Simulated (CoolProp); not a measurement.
Saturation properties of oxygen.

The numbers come from the reference Helmholtz-energy equation of state, Schmidt 1985 in CoolProp.

```
T (°C)   p (MPa)  liquid density (kg/m³)  vapour density (kg/m³)  liquid cp (kJ/(kg K))  surface tension (mN/m)  liquid viscosity (µPa s)
-------  -------  ----------------------  ----------------------  ---------------------  ----------------------  ------------------------
-150.15    1.212                   953.7                   46.62                  1.980                    5.49                      91.1
-147.75    1.380                   936.9                   53.27                  2.030                    4.99                      86.3
-145.45    1.557                   920.1                   60.40                  2.086                    4.51                      81.9
-143.05    1.758                   901.7                   68.74                  2.157                    4.02                      77.4
-140.75    1.967                   883.2                   77.72                  2.238                    3.56                      73.2
-138.45    2.194                   863.6                   87.84                  2.339                    3.12                      69.2
-136.05    2.450                   841.9                   99.83                  2.472                    2.66                      65.1
-133.75    2.715                   819.4                   113.0                  2.639                    2.24                      61.2
-131.35    3.014                   793.8                   128.9                  2.875                    1.81                      57.2
-129.05    3.321                   766.7                   146.9                  3.200                    1.42                      53.4
-126.75    3.652                   735.9                   168.6                  3.702                    1.05                      49.5
-124.35    4.023                   697.9                   197.2                  4.636                   0.686                      45.2
-122.05    4.405                   651.7                   234.5                  6.728                   0.369                      40.6
```

It boils at -183.0 °C under 1 atm.

Viscosity comes from a separate model (Lemmon 2004). Surface tension comes from a separate correlation (Mulero 2012).
